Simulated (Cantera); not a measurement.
## Equilibrium for silicon etching in halogen gases: Si + NF₃ + HCl

Input: 1 mol Si, 0.91 mol NF₃, 12 mol HCl, held at 1.90e-5 bar.

Method: chemical equilibrium by Gibbs-energy minimisation in Cantera with the NASA 1993 tables (ideal gas, pure condensed phases). Candidate condensed phases: NH₄Cl, Si, Si₃N₄; 49 gas species. The tables' values for SiF₃, SiCl₃, SiF₂ are old estimates; treat these amounts as uncertain. Equilibrium is a limit: real reactors are often held back by kinetics, nucleation or transport.

```json
[
 {"T (°C)": "552", "log p HCl": "-4.80", "log p SiF₄": "-6.00", "log p H₂": "-6.03", "log p N₂": "-6.17", "log p SiCl₄": "-6.33", "log p HF": "-8.37", "log p SiCl₂": "-12.52", "log p Cl": "-12.88", "log p SiF₃": "-11.32"},
 {"T (°C)": "602", "log p HCl": "-4.80", "log p SiF₄": "-6.00", "log p H₂": "-6.03", "log p N₂": "-6.17", "log p SiCl₄": "-6.33", "log p HF": "-8.16", "log p SiCl₂": "-11.43", "log p Cl": "-12.09", "log p SiF₃": "-10.62"},
 {"T (°C)": "652", "log p HCl": "-4.80", "log p SiF₄": "-6.00", "log p H₂": "-6.03", "log p N₂": "-6.17", "log p SiCl₄": "-6.33", "log p HF": "-7.97", "log p SiCl₂": "-10.46", "log p Cl": "-11.39", "log p SiF₃": "-9.99"},
 {"T (°C)": "702", "log p HCl": "-4.80", "log p SiF₄": "-6.00", "log p H₂": "-6.03", "log p N₂": "-6.17", "log p SiCl₄": "-6.33", "log p HF": "-7.80", "log p SiCl₂": "-9.59", "log p Cl": "-10.75", "log p SiF₃": "-9.42"},
 {"T (°C)": "752", "log p HCl": "-4.80", "log p SiF₄": "-6.00", "log p H₂": "-6.03", "log p N₂": "-6.17", "log p SiCl₄": "-6.33", "log p HF": "-7.64", "log p SiCl₂": "-8.82", "log p Cl": "-10.18", "log p SiF₃": "-8.92"},
 {"T (°C)": "802", "log p HCl": "-4.80", "log p SiF₄": "-6.00", "log p H₂": "-6.03", "log p N₂": "-6.17", "log p SiCl₄": "-6.34", "log p HF": "-7.50", "log p SiCl₂": "-8.13", "log p Cl": "-9.66", "log p SiF₃": "-8.46"},
 {"T (°C)": "852", "log p HCl": "-4.80", "log p SiF₄": "-6.00", "log p H₂": "-6.05", "log p N₂": "-6.17", "log p SiCl₄": "-6.38", "log p HF": "-7.37", "log p SiCl₂": "-7.54", "log p Cl": "-9.18", "log p SiF₃": "-8.07"},
 {"T (°C)": "902", "log p HCl": "-4.80", "log p SiF₄": "-6.01", "log p H₂": "-6.09", "log p N₂": "-6.17", "log p SiCl₄": "-6.47", "log p HF": "-7.23", "log p SiCl₂": "-7.09", "log p Cl": "-8.72", "log p SiF₃": "-7.73"},
 {"T (°C)": "952", "log p HCl": "-4.79", "log p SiF₄": "-6.02", "log p H₂": "-6.15", "log p N₂": "-6.18", "log p SiCl₄": "-6.63", "log p HF": "-7.08", "log p SiCl₂": "-6.77", "log p Cl": "-8.29", "log p SiF₃": "-7.46"},
 {"T (°C)": "1002", "log p HCl": "-4.79", "log p SiF₄": "-6.04", "log p H₂": "-6.22", "log p N₂": "-6.18", "log p SiCl₄": "-6.85", "log p HF": "-6.93", "log p SiCl₂": "-6.58", "log p Cl": "-7.88", "log p SiF₃": "-7.25"},
 {"T (°C)": "1052", "log p HCl": "-4.79", "log p SiF₄": "-6.06", "log p H₂": "-6.29", "log p N₂": "-6.18", "log p SiCl₄": "-7.13", "log p HF": "-6.77", "log p SiCl₂": "-6.47", "log p Cl": "-7.51", "log p SiF₃": "-7.07"},
 {"T (°C)": "1102", "log p HCl": "-4.79", "log p SiF₄": "-6.08", "log p H₂": "-6.34", "log p N₂": "-6.18", "log p SiCl₄": "-7.44", "log p HF": "-6.62", "log p SiCl₂": "-6.41", "log p Cl": "-7.17", "log p SiF₃": "-6.91"},
 {"T (°C)": "1152", "log p HCl": "-4.80", "log p SiF₄": "-6.12", "log p H₂": "-6.37", "log p N₂": "-6.19", "log p SiCl₄": "-7.76", "log p HF": "-6.47", "log p SiCl₂": "-6.37", "log p Cl": "-6.86", "log p SiF₃": "-6.78"},
 {"T (°C)": "1202", "log p HCl": "-4.80", "log p SiF₄": "-6.17", "log p H₂": "-6.39", "log p N₂": "-6.19", "log p SiCl₄": "-8.10", "log p HF": "-6.34", "log p SiCl₂": "-6.34", "log p Cl": "-6.59", "log p SiF₃": "-6.67"}
]
```
log p: log10 of the partial pressure in bar; nothing condenses.

From 552 °C to 1202 °C nothing is condensed. The main Si-bearing gas is SiF₄ throughout.
